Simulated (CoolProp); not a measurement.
A simple Rankine cycle with R152A: condensing at 298.15 K, boiler at 2.41 MPa, turbine inlet 356.6 K, turbine efficiency 0.75, pump efficiency 0.7, no recuperator. Each further row changes one setting.

Computed with CoolProp (reference Helmholtz-energy equation of state, Outcalt 1996). It is a modified Benedict-Webb-Rubin equation, recast in Helmholtz form.

| case | thermal efficiency (%) | net work (kJ/kg) | heat in (kJ/kg) | turbine exit temperature (K) | volume ratio over the turbine |
|---|---|---|---|---|---|
| as stated | 9.6 | 28.9 | 301 | 298.1 | 4.34 |
| turbine inlet 376.6 K | 10.0 | 33.8 | 338 | 318.0 | 4.11 |
| condensing temperature 290.15 K | 10.9 | 34.2 | 315 | 290.1 | 5.52 |
| boiler pressure 1.69 MPa | 7.8 | 25.4 | 325 | 314.6 | 2.83 |
| turbine efficiency 0.65 | 8.2 | 24.6 | 301 | 298.1 | 4.41 |

The expansion ends wet for: as stated; condensing temperature 290.15 K; turbine efficiency 0.65.
